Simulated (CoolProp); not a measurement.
Properties of R1234ze(E) along the isotherm 206.9 K (Tc = 382.5 K, pc = 36.35 bar, ω = 0.313).

The numbers come from the reference Helmholtz-energy equation of state, Thol 2016 in CoolProp.

```
p (bar)   phase  cv (kJ/(kg K))  isothermal compressibility (1/MPa)  conductivity (mW/(m K))  Prandtl number
-------  ------  --------------  ----------------------------------  -----------------------  --------------
0.287    liquid          0.8348                            0.001170                      109            7.88
0.511    liquid          0.8349                            0.001169                      109            7.88
0.909    liquid          0.8349                            0.001169                      109            7.88
1.62     liquid          0.8349                            0.001168                      109            7.89
2.87     liquid          0.8350                            0.001166                      109            7.89
5.11     liquid          0.8351                            0.001163                      109            7.91
9.09     liquid          0.8354                            0.001157                      109            7.93
16.2     liquid          0.8358                            0.001148                      110            7.98
28.7     liquid          0.8365                            0.001131                      110            8.05
51.1     liquid          0.8377                            0.001103                      111            8.19
90.9     liquid          0.8400                            0.001057                      112            8.44
```

Viscosity comes from a separate model (Bell 2016), an estimate that may be off by 10 % or more. Thermal conductivity comes from a separate model (Perkins 2011).
